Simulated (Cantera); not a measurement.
An isothermal, constant-pressure homogeneous reactor starts with C2H6 : H2 = 1 : 4 (molar parts), at 1925 K and 0.405 Torr.

Computed with Cantera and GRI-Mech 3.0 (53 species, 325 reactions). GRI-Mech 3.0 stops at C3 and has no aromatics, soot or wall deposition, so with more carbon than oxygen in the feed, carbon stays in small species such as C2H2 where larger ones or solid carbon would form. Radical loss at walls, strong at low pressure, is not modelled.

One state of this run: x C2H6 = 1.26e-7; x H2 = 0.847; x CH3 = 0.000845; x CH4 = 0.00533; x C2H4 = 1.81e-5; x C2H2 = 0.140; x CH2 = 7.04e-6. x: mole fraction; the columns are a selection and need not sum to one.

Task: Which value of t (s) does it belong to?
(A) 2.54
(B) 0.334
(C) 0.921
(D) 0.00210

Result: A, 2.54
